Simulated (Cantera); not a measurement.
Input: 1 mol CaO, 17 mol HBr, 2.3 mol N2, at 0.133 bar.

Equilibrium computed with Cantera from the NASA thermochemical tables; the gas is ideal and each condensed phase is pure. Candidate condensed phases: Br2, Ca, CaBr2, CaO, Ca(OH)2, H2O; 34 gas species. Equilibrium is a limit: real reactors are often held back by kinetics, nucleation or transport.

Which condensed phases are stable at each of these points (T (K)): 1000, 1050, 1100, 1150, 1200, 1250, 1300, 1350, 1400?


```csv
T (K),condensed phases,Ca condensed (%)
1000,CaBr2(s),100.0
1050,CaBr2(l),100.0
1100,CaBr2(l),99.9
1150,CaBr2(l),99.7
1200,CaBr2(l),99.1
1250,CaBr2(l),97.5
1300,CaBr2(l),94.0
1350,CaBr2(l),86.2
1400,CaBr2(l),70.4
```

At 1000 K the condensed part is CaBr2(s). From 1050 K to 1400 K the condensed part is CaBr2(l).
